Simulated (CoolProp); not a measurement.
Vapour-liquid equilibrium of R113 (1) + benzene (2) at 0.551 MPa; x and y are mole fractions of (1).

Model: multi-fluid Helmholtz-energy mixture model, Marx 1992 and Thol 2012; pair parameters Bell 2016, in CoolProp.

| x | bubble temperature, mixture model (K) | bubble temperature, Raoult's law (K) | y, mixture model | y, Raoult's law |
|---|---|---|---|---|
| 0.05 | 415.8 | 417.8 | 0.126 | 0.100 |
| 0.2 | 405.7 | 410.6 | 0.382 | 0.351 |
| 0.35 | 399.0 | 404.2 | 0.543 | 0.542 |
| 0.5 | 394.2 | 398.5 | 0.664 | 0.691 |
| 0.65 | 390.3 | 393.4 | 0.768 | 0.808 |
| 0.8 | 387.1 | 388.8 | 0.867 | 0.902 |
| 0.95 | 384.2 | 384.7 | 0.966 | 0.978 |

The largest gap from Raoult's law is -5.2 K in bubble temperature, at x = 0.35. No azeotrope shows between x = 0.05 and 0.95.

The pair parameters rest on a limited set of measurements; away from them the model extrapolates.
